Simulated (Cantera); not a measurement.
## Ignition delay

Mixture: CH4 : CO : O2 : N2 : H2O = 1 : 0.18 : 1.04 : 3.45 : 0.032 (molar parts), at 11.0 bar, adiabatic and at constant volume. Ignition delay is the time to a rise of 400 K.

Detailed kinetics in Cantera: GRI-Mech 3.0 (53 species, 325 reactions).

```json
[
 {"T0 (K)": "1123", "delay (ms)": "22.2"},
 {"T0 (K)": "1173", "delay (ms)": "10.7"},
 {"T0 (K)": "1223", "delay (ms)": "5.39"},
 {"T0 (K)": "1273", "delay (ms)": "2.83"},
 {"T0 (K)": "1323", "delay (ms)": "1.54"},
 {"T0 (K)": "1373", "delay (ms)": "0.863"}
]
```

```yaml
apparent activation energy between 1273 and 1373 K: 170 kJ/mol
```
